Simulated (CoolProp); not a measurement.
Vapour-liquid equilibrium of dimethyl ether (1) + R236FA (2) at 339.8 K; x and y are mole fractions of (1).

Model: multi-fluid Helmholtz-energy mixture model, Wu 2011 and Pan 2012; pair parameters Bell 2016, in CoolProp.

| x | bubble pressure (MPa) | y at the bubble point | dew pressure at overall composition x (MPa) | liquid density (mol/L) |
|---|---|---|---|---|
| 0.05 | 0.9072 | 0.053 | 0.9070 | 8.085 |
| 0.125 | 0.9151 | 0.137 | 0.9137 | 8.388 |
| 0.2 | 0.9285 | 0.226 | 0.9241 | 8.703 |
| 0.275 | 0.9489 | 0.319 | 0.9384 | 9.029 |
| 0.35 | 0.9778 | 0.415 | 0.9573 | 9.367 |
| 0.425 | 1.017 | 0.511 | 0.9814 | 9.715 |
| 0.5 | 1.067 | 0.604 | 1.012 | 10.08 |
| 0.575 | 1.129 | 0.691 | 1.050 | 10.45 |
| 0.65 | 1.204 | 0.769 | 1.098 | 10.83 |
| 0.725 | 1.290 | 0.838 | 1.159 | 11.22 |
| 0.8 | 1.388 | 0.896 | 1.240 | 11.62 |
| 0.875 | 1.494 | 0.943 | 1.350 | 12.03 |
| 0.95 | 1.605 | 0.980 | 1.513 | 12.44 |

No azeotrope shows between x = 0.05 and 0.95.

The pair parameters rest on a limited set of measurements; away from them the model extrapolates.
